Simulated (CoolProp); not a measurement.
The numbers come from the reference Helmholtz-energy equation of state, Lemmon 2006 in CoolProp. It is a short technical equation, of lower accuracy than the large ones.

Q: Give the vapour pressure (bar), vapour density (kg/m³), enthalpy of vaporisation (kJ/kg), surface tension (mN/m) of saturated acetone at 331.7 K.

A: 
```
T (K)  p (bar)  vapour density (kg/m³)  enthalpy of vaporisation (kJ/kg)  surface tension (mN/m)
-----  -------  ----------------------  --------------------------------  ----------------------
331.7     1.10                    2.45                               499                    18.6
```

Surface tension comes from a separate correlation (Mulero 2012).
